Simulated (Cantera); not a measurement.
Input (Python, Cantera):

```python
import numpy as np
import cantera as ct

gas = ct.Solution("gri30.yaml")
gas.TPX = 425, 40000, {'CO': 1, 'H2': 0.091, 'O2': 0.42, 'N2': 1.58}
inlet = ct.Reservoir(gas, clone=True)
gas.equilibrate("HP")  # start burning
reactor = ct.IdealGasConstPressureReactor(gas, energy="on", clone=False)
exhaust = ct.Reservoir(gas, clone=True)
tau = [0.13, 0.058, 0.025, 0.011, 0.0046, 0.002, 0.00085, 0.00037, 0.00016, 6.8e-05][0]
for a, b in ((inlet, reactor), (reactor, exhaust)):
    ct.MassFlowController(a, b, mdot=lambda t: reactor.mass / tau)
net = ct.ReactorNet([reactor])
show = ['CO', 'H2', 'O2', 'H', 'H2O2']

rows = []
print(f"{'tau/s':>10s}{'T/K':>9s}" + "".join(f"{s:>11s}" for s in show))
for tau in [0.13, 0.058, 0.025, 0.011, 0.0046, 0.002, 0.00085, 0.00037, 0.00016, 6.8e-05]:
    net.initial_time = 0.0
    net.advance(30 * tau)
    before = gas.X
    net.advance(40 * tau)
    drift = np.max(np.abs(gas.X - before) / (gas.X + 1e-9))
    rows.append([gas.T, *gas[show].X, drift])
    print(f"{tau:10.3e}{gas.T:9.1f}" + "".join(f"{x:11.3e}" for x in gas[show].X))
```

Result:

```
     tau/s      T/K         CO         H2         O2          H       H2O2
 1.300e-01   2339.1  1.192e-01  2.351e-03  1.165e-02  1.995e-03  1.077e-08
 5.800e-02   2270.5  1.265e-01  2.582e-03  1.552e-02  2.863e-03  1.339e-08
 2.500e-02   2165.8  1.368e-01  2.935e-03  2.088e-02  4.577e-03  2.014e-08
 1.100e-02   2039.3  1.474e-01  3.335e-03  2.624e-02  7.404e-03  3.399e-08
 4.600e-03   1887.2  1.576e-01  3.704e-03  3.124e-02  1.215e-02  6.418e-08
 2.000e-03   1728.3  1.655e-01  3.839e-03  3.532e-02  1.873e-02  1.211e-07
 8.500e-04   1550.0  1.746e-01  3.622e-03  4.029e-02  2.643e-02  2.100e-07
 3.700e-04   1334.5  2.026e-01  3.626e-03  5.621e-02  2.635e-02  3.286e-07
 1.600e-04    425.0  3.235e-01  2.944e-02  1.359e-01  3.744e-24 -1.915e-19
 6.800e-05    425.0  3.235e-01  2.944e-02  1.359e-01  1.737e-26 -7.054e-23
```

Cantera simulation using GRI-Mech 3.0 (53 species, 325 reactions); the numbers are that mechanism's predictions, not measurements.
